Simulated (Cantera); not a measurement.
Feed: 1 mol Si, 1 mol CO2, 470 mol H2, at 63.0 Pa.

Equilibrium computed with Cantera from the NASA thermochemical tables; the gas is ideal and each condensed phase is pure. Candidate condensed phases: C, C6H6, C7H8, C8H18, H2O, Si, SiC, SiO2; 123 gas species. Mutual solubility and eutectic melting of coexisting phases are not modelled. Kinetics and transport are ignored. All values below are at 1123 K.

Base state: H2 0.999, CO 0.00141 (mole fractions); condensed: SiC(s) + SiO2(β-quartz).

### Question
What changes in the equilibrium state with this change: Si replaced by SiC?

### Answer
| species | before | after |
|---|---|---|
| H2 | 0.999 | 0.997 |
| CO | 0.00141 | 0.00283 |
| SiC(s), mol | 0.332 | 0.665 |
| SiO2(β-quartz), mol | 0.666 | 0.333 |
